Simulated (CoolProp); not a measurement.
Aqueous lithium chloride as a coolant, 19 % by mass, freezing at -39.3 °C, 1 atm.

Model: Melinder's fits for secondary coolants, in CoolProp.

```csv
T (°C),conductivity (W/(m K)),viscosity (mPa s),Prandtl number,density (kg/m³)
-25.5,0.491,9.51,58.8,1118
-16.2,0.504,6.18,37.9,1117
-6.9,0.517,?,?,1116
2.4,0.530,?,19.2,1114
11.7,0.543,?,14.7,1112
21,?,1.98,11.7,1109
30.4,0.569,1.63,9.61,1106
39.7,0.581,1.37,8.02,1103
```

What belongs in the gaps?


- -6.9, viscosity (mPa s): 4.31
- -6.9, Prandtl number: 26.2
- 2.4, viscosity (mPa s): 3.18
- 11.7, viscosity (mPa s): 2.46
- 21, conductivity (W/(m K)): 0.556
